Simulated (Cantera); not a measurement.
## Nitride etching: Si3N4 + O2

Input: 1 mol Si3N4, a varied amount of O2, at 1175 K and 2700 Pa.

Method: chemical equilibrium by Gibbs-energy minimisation in Cantera with the NASA 1993 tables (ideal gas, pure condensed phases). Candidate condensed phases: Si, SiO2, Si2N2O, Si3N4; 16 gas species. Mutual solubility and eutectic melting of coexisting phases are not modelled. The tables hold silica as quartz up to 1696 K and as liquid above; real silica turns to tridymite and cristobalite and melts near 1996 K. Kinetics and transport are ignored.

From 0.16 mol O2 to 0.35 mol O2 the condensed part is Si2N2O(s) + Si3N4(s). At 0.75 mol O2 the condensed part is Si2N2O(s). At 1.6 mol O2 the condensed part is SiO2(β-quartz) + Si2N2O(s). From 3.5 mol O2 to 16 mol O2 the condensed part is SiO2(β-quartz).

| n(O2) (mol) | x N2 | x O2 | x NO | x NO2 | x O | x SiO | x N2O | n Si2N2O(s) | n Si3N4(s) | n SiO2(β-quartz) |
|---|---|---|---|---|---|---|---|---|---|---|
| 0.16 | 1.00 | <1e-12 | <1e-12 | <1e-12 | <1e-12 | 9.85e-12 | <1e-12 | 0.320 | 0.787 | 0 |
| 0.35 | 1.00 | <1e-12 | <1e-12 | <1e-12 | <1e-12 | 9.85e-12 | <1e-12 | 0.700 | 0.533 | 0 |
| 0.75 | 1.00 | <1e-12 | <1e-12 | <1e-12 | <1e-12 | 9.85e-12 | <1e-12 | 1.50 | 0 | 0 |
| 1.6 | 1.00 | <1e-12 | <1e-12 | <1e-12 | <1e-12 | 3.79e-9 | <1e-12 | 0.933 | 0 | 1.13 |
| 3.5 | 0.800 | 0.200 | 0.000158 | 4.86e-7 | 3.97e-8 | <1e-12 | 1.87e-9 | 0 | 0 | 3.00 |
| 7.5 | 0.308 | 0.692 | 0.000183 | 1.04e-6 | 7.39e-8 | <1e-12 | 1.34e-9 | 0 | 0 | 3.00 |
| 16 | 0.133 | 0.867 | 0.000134 | 8.60e-7 | 8.27e-8 | <1e-12 | 6.47e-10 | 0 | 0 | 3.00 |
x: gas mole fraction; n: condensed amount in mol.
